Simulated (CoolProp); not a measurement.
Vapour-liquid equilibrium of dimethyl ether (1) + chloromethane (R40) (2) at 318.7 K; x and y are mole fractions of (1).

The numbers come from the multi-fluid Helmholtz-energy mixture model, Wu 2011 and Thol 2014; pair parameters Bell 2016 in CoolProp.

```tsv
x	bubble pressure (kPa)	y at the bubble point	dew pressure at overall composition x (kPa)	liquid density (mol/L)
0.05	999.4	0.044	998.5	17.00
0.125	989.5	0.114	988.1	16.71
0.2	981.3	0.188	980.1	16.42
0.275	975.0	0.264	974.3	16.14
0.35	970.7	0.342	970.4	15.87
0.425	968.6	0.422	968.6	15.59
0.5	968.6	0.503	968.6	15.32
0.575	970.9	0.584	970.5	15.06
0.65	975.4	0.663	974.5	14.79
0.725	982.2	0.741	980.6	14.53
0.8	991.1	0.817	988.9	14.27
0.875	1002	0.889	999.9	14.02
0.95	1015	0.957	1014	13.77
```

y crosses x between x = 0.425 and 0.5: the model has an azeotrope there.

Pair parameters are fitted to limited data, so mixtures are less certain than the pure fluids.
